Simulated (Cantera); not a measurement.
A closed system holds: 1 mol Si, 1.1 mol Cl₂, 2.1 mol H₂, at 1098 K and 14300 Torr.

Method: chemical equilibrium by Gibbs-energy minimisation in Cantera with the NASA 1993 tables (ideal gas, pure condensed phases). Candidate condensed phases: Si; 19 gas species. The tables' values for SiCl₃ are old estimates; treat these amounts as uncertain. Equilibrium is a limit: real reactors are often held back by kinetics, nucleation or transport.

Base state: H₂ 0.741, SiCl₄ 0.117, SiHCl₃ 0.115, SiH₂Cl₂ 0.0134, HCl 0.0110, SiCl₃ 0.00167, SiH₃Cl 0.000414, SiCl₂ 0.000334 (mole fractions); condensed: Si(s).

Q: What changes in the equilibrium state with this change: temperature from 1098 K to 1348 K?

A: 
```json
[
 {"species": "H₂", "before": "0.741", "after": "0.718"},
 {"species": "SiCl₄", "before": "0.117", "after": "0.106"},
 {"species": "SiHCl₃", "before": "0.115", "after": "0.0984"},
 {"species": "HCl", "before": "0.0110", "after": "0.0438"},
 {"species": "SiCl₃", "before": "0.00167", "after": "0.0126"},
 {"species": "SiH₂Cl₂", "before": "0.0134", "after": "0.0133"},
 {"species": "SiCl₂", "before": "0.000334", "after": "0.00750"},
 {"species": "SiH₃Cl", "before": "0.000414", "after": "0.000514"},
 {"species": "Si(s), mol", "before": "0.364", "after": "0.378"}
]
```
